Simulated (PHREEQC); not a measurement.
Consider water at 20 °C with 3.4 mol/kgw LiCl, 0.28 mol/kgw SrCl2 and 0.00018 mol/kgw H4SiO4. Closed to the air; pH follows from the charge balance.

Model: Pitzer model, pitzer.dat, run in PHREEQC.

Question: The ionic strength comes out as 4.24 mol/kgw. What activity coefficients do Cl-, Li+, Sr+2 get?

Answer: Cl- 0.57, Li+ 3.7, Sr+2 1.7. Single-ion values are on the MacInnes scale.

This is a speciation only: nothing precipitates in the calculation. Species that the database lacks are ignored. In brines, pH and single-ion activities rest on the MacInnes convention.
